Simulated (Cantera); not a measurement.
Standard-state values (1 bar) from the NASA 1993 polynomials, evaluated with Cantera. Values are per mole of reaction as written; species without (g) are pure solids or liquids, kept so even where they would boil at 1 bar.

### Question
Between 1300 and 1750 K, where is each reaction favourable under standard conditions?
- 2 CaO + 2 Cl2(g) = O2(g) + 2 CaCl2

### Answer
- 2 CaO + 2 Cl2(g) = O2(g) + 2 CaCl2: ΔG° is -212 kJ at 1300 K and -207 kJ at 1750 K; it stays negative (K > 1). ΔH° is -213 kJ and ΔS° -3 J/K at 1750 K.
